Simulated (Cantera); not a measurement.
An adiabatic, constant-volume homogeneous reactor starts with H₂ : O₂ : N₂ = 1 : 1.16 : 4.37 (molar parts), equivalence ratio 0.43, at 1673 K and 45000 Pa. Integrator tolerance rtol = 1e-08.

Cantera simulation using GRI-Mech 3.0 (53 species, 325 reactions); the numbers are that mechanism's predictions, not measurements.

What does this change do: H2 1 to 1.4 parts?


```tsv
quantity	before	after
time of steepest temperature rise	19.5 µs	17.7 µs
temperature at 0.600 s	2632 K	2780 K
equilibrium temperature	2632 K	2780 K
x(H₂) at 0.600 s	0.00635 (gas-phase equilibrium 0.00635)	0.0177 (gas-phase equilibrium 0.0177)
x(O₂) at 0.600 s	0.0920 (gas-phase equilibrium 0.0920)	0.0587 (gas-phase equilibrium 0.0587)
x(N₂O) at 0.600 s	7.71e-7 (gas-phase equilibrium 7.71e-7)	7.53e-7 (gas-phase equilibrium 7.53e-7)
x(NO₂) at 0.600 s	7.56e-6 (gas-phase equilibrium 7.56e-6)	5.27e-6 (gas-phase equilibrium 5.27e-6)
x(HO₂) at 0.600 s	1.15e-5 (gas-phase equilibrium 1.15e-5)	1.28e-5 (gas-phase equilibrium 1.28e-5)
x(H) at 0.600 s	0.00429 (gas-phase equilibrium 0.00429)	0.0123 (gas-phase equilibrium 0.0123)
```
